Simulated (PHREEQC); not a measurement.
Synthetic water in mg/L, 25 °C, pH 3.67, pe 8.3:

```
constituent  mg/L
-----------  ----
Na           1680
K            90.2
Ca           29.6
Mg            119
Cl            755
S(6) as SO4  3380
F            3.36
Zn            139
```

Cl is adjusted to close the charge balance.
Valence states are taken as typed.

Equilibrium calculation in PHREEQC: ion-association model, phreeqc.dat.

Each row changes one thing in this solution. This is a speciation only: nothing precipitates in the calculation.

| case | ionic strength (mol/kgw) | SO4-2 (mol/kgw) | Mg+2 (mol/kgw) | Zn+2 (mol/kgw) | Ca+2 (mol/kgw) | HSO4- (mol/kgw) | SI of Fluorite (CaF2) | SI of Gypsum (CaSO4:2H2O) |
|---|---|---|---|---|---|---|---|---|
| as made | 0.113 | 0.0277 | 0.00260 | 0.00105 | 0.000451 | 0.000266 | -1.16 | -1.19 |
| S(6) from 3380 to 1690 mg/L | 0.104 | 0.0133 | 0.00338 | 0.00140 | [?] | 0.000131 | -1.07 | [?] |
| Ca from 29.6 to 88.8 mg/L | 0.115 | 0.0272 | 0.00263 | 0.00107 | 0.00137 | 0.000260 | -0.69 | -0.72 |

Problem. What belongs in the gaps?

Solution. 
- S(6) from 3380 to 1690 mg/L, Ca+2 (mol/kgw): 0.000558
- S(6) from 3380 to 1690 mg/L, SI of Gypsum (CaSO4:2H2O): -1.40

Complexes and solids missing from the database can't appear.
